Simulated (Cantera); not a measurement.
Charge: 1 mol SiC, 0.35 mol CO2, a varied amount of H2, 0.056 mol N2O, held at 1698.15 K and 0.00548 Torr.

These are equilibrium values from Cantera (NASA tables, ideal gas, pure condensed phases), not measurements of a reactor. Candidate condensed phases: C, C6H6, C7H8, C8H18, H2O, Si, SiC, SiO2, Si2N2O, Si3N4; 151 gas species. Kinetics and transport are ignored.

Question: Which condensed phases are stable at each of these points (n(H2) (mol)): 120, 190, 260, 340, 410, 480, 560, 630, 700, 780, 850, 920?

Answer: 
| n(H2) (mol) | condensed phases | Si condensed (%) |
|---|---|---|
| 120 | SiC(s) | 59.9 |
| 190 | SiC(s) | 57.8 |
| 260 | SiC(s) | 55.5 |
| 340 | C(graphite) + SiC(s) | 52.1 |
| 410 | C(graphite) + SiC(s) | 42.4 |
| 480 | C(graphite) + SiC(s) | 32.6 |
| 560 | C(graphite) + SiC(s) | 21.4 |
| 630 | C(graphite) + SiC(s) | 11.7 |
| 700 | C(graphite) + SiC(s) | 1.9 |
| 780 | C(graphite) | 0.0 |
| 850 | C(graphite) | 0.0 |
| 920 | C(graphite) | 0.0 |

From 120 mol H2 to 260 mol H2 the condensed part is SiC(s). From 340 mol H2 to 700 mol H2 the condensed part is C(graphite) + SiC(s). From 780 mol H2 to 920 mol H2 the condensed part is C(graphite).
